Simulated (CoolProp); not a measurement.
CF4 (R14) along the isotherm 217 K: density (kg/m³) from the reference equation and from simpler models built on Tc = 227.4 K, pc = 3.762 MPa, ω = 0.178; each cubic takes its own stable root.

Values from CoolProp's reference Helmholtz-energy equation of state, Platzer 1990. This equation is an older, rougher fit.

```
p (MPa)  phase  reference
-------  -----  ---------
0.157      gas      7.787
0.314      gas      15.85
0.47       gas      24.15
0.627      gas      32.84
0.784      gas      41.88
0.941      gas      51.34
1.1        gas      61.38
1.25       gas      71.34
1.41       gas      82.56
1.57       gas      94.50
1.72       gas      106.5
1.88       gas      120.3
```

Problem. How far does each simpler model (ideal gas, van der Waals, Redlich-Kwong, Soave-Redlich-Kwong, Peng-Robinson) lie from the reference over these 12 states: mean and median of the absolute difference, and the worst?

Solution. 
- ideal gas: mean 12.0 %, median 11.6 %, worst -23.8 % at 217 K and 1.88 MPa
- van der Waals: mean 2.1 %, median 1.9 %, worst -4.7 % at 217 K and 1.88 MPa
- Redlich-Kwong: mean 0.2 %, median 0.1 %, worst -0.7 % at 217 K and 1.88 MPa
- Soave-Redlich-Kwong: mean 0.0 %, median 0.1 %, worst +0.1 % at 217 K and 1.25 MPa
- Peng-Robinson: mean 1.3 %, median 1.3 %, worst +2.4 % at 217 K and 1.88 MPa
